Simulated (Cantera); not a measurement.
A Cantera script and what it prints.

```python
import numpy as np
import cantera as ct

gas_names = """
    Ca CaCL CaCL2 CaO CaOH CaO2H2 Ca2 CL CLO CL2 H HCL HNO HNO2 HNO3 HOCL HO2 H2 H2O H2O2 N NH NH2 NH3
    NH2OH NO NO2 NO3 N2 N2H2 N2H4 N2O O OH O2 O3
""".split()
cond_names = """
    Ca(a) Ca(b) Ca(L) CaCL2(s) CaCL2(L) CaO(s) CaO(L) CaO2H2(s) H2O(s) H2O(L) NH4CL(a) NH4CL(b)
""".split()


def load(file, names, dense=False):
    # The tables refer to 1 bar. Condensed volumes are neglected.
    table = {s.name: s for s in ct.Species.list_from_file(file)}
    out = []
    for n in names:
        d = dict(table[n].input_data)
        d["thermo"] = dict(d["thermo"], **{"reference-pressure": 1e5})
        if dense:
            d["equation-of-state"] = {"model": "constant-volume", "density": "1e6 g/cm^3"}
        out.append(ct.Species.from_dict(d))
    return out


gas = ct.Solution(thermo="ideal-gas", species=load("nasa_gas.yaml", gas_names))
cond = {s.name: ct.Solution(thermo="fixed-stoichiometry", species=[s], name=s.name)
        for s in load("nasa_condensed.yaml", cond_names, dense=True)}
atoms = {
    'CaCl2': {'Ca': 1, 'CL': 2},
    'O2': {'O': 2},
    'N2': {'N': 2},
    'HCl': {'H': 1, 'CL': 1},
}
top_T = {}  # K; cautious upper limits of use, not melting points


def equilibrate(T, P, feed):
    n = {}
    for name, mol in feed.items():
        for a, k in atoms[name].items():
            n[a] = n.get(a, 0.0) + k * mol
    gas.TPX = T, P, n
    mass = sum(n.values()) * gas.mean_molecular_weight
    gas.equilibrate("TP")
    valid = [c for c in cond.values() if c.min_temp <= T <= top_T.get(c.name, c.max_temp)]
    mix = ct.Mixture([(gas, mass / gas.mean_molecular_weight)] + [(c, 0.0) for c in valid])
    mix.T, mix.P = T, P
    mix.equilibrate("TP", solver="vcs", rtol=1e-11, max_steps=5000)
    return mix


results = []
T = 2073  # K
P = 1333.22  # Pa
for m in [0.063, 0.089, 0.13, 0.18, 0.26, 0.37, 0.52, 0.74, 1, 1.5, 2.1, 3, 4.3]:
    feed = {'CaCl2': 1, 'O2': m, 'N2': 4.9, 'HCl': 0.31}  # mol
    mix = equilibrate(T, P, feed)
    results.append((T, P, feed, dict(zip(mix.species_names, mix.species_moles))))

top = {s: max(r[3][s] / sum(r[3][g] for g in gas_names) for r in results) for s in gas_names}
cols = sorted((s for s in top if top[s] > 1e-06), key=lambda s: -top[s])[:7]
seen = [c for c in cond_names if any(r[3].get(c, 0) > 1e-12 for r in results)]
print("log10 of partial pressures in bar; condensed amounts in mol")
print(f"{'n(O2)':>10s}" + "".join(f"{s[:9]:>10s}" for s in cols + seen))
for T, P, feed, n in results:
    ng = sum(n[g] for g in gas_names)
    print(f"{feed['O2']:10.4g}" + "".join(f"{np.log10(max(n[s] / ng * P / 1e5, 1e-99)):10.3f}" for s in cols)
          + "".join(f"{n.get(c, 0):10.4g}" for c in seen))
```

Output:

```
log10 of partial pressures in bar; condensed amounts in mol
     n(O2)        N2        O2     CaCL2        CL       HCL        NO       H2O    CaO(s)
     0.063    -1.986    -4.277    -2.679    -3.548    -3.399    -4.772    -3.956  0.005743
     0.089    -1.988    -4.039    -2.685    -3.492    -3.401    -4.654    -3.954   0.01555
      0.13    -1.991    -3.802    -2.693    -3.436    -3.405    -4.537    -3.953   0.02661
      0.18    -1.995    -3.614    -2.701    -3.393    -3.410    -4.446    -3.955   0.03642
      0.26    -2.001    -3.417    -2.712    -3.350    -3.417    -4.350    -3.959   0.04798
      0.37    -2.009    -3.240    -2.725    -3.312    -3.427    -4.266    -3.965   0.05973
      0.52    -2.020    -3.079    -2.741    -3.280    -3.439    -4.190    -3.974   0.07184
      0.74    -2.034    -2.921    -2.762    -3.251    -3.456    -4.119    -3.988   0.08543
         1    -2.051    -2.794    -2.784    -3.230    -3.475    -4.064    -4.003   0.09806
       1.5    -2.081    -2.635    -2.823    -3.209    -3.509    -3.999    -4.032     0.117
       2.1    -2.114    -2.513    -2.864    -3.200    -3.546    -3.955    -4.065    0.1347
         3    -2.160    -2.396    -2.920    -3.198    -3.597    -3.919    -4.110    0.1561
       4.3    -2.218    -2.292    -2.990    -3.208    -3.661    -3.896    -4.167     0.181
```

These are equilibrium values from Cantera (NASA tables, ideal gas, pure condensed phases), not measurements of a reactor. Condensed phases not in the tables: oxide chlorides.
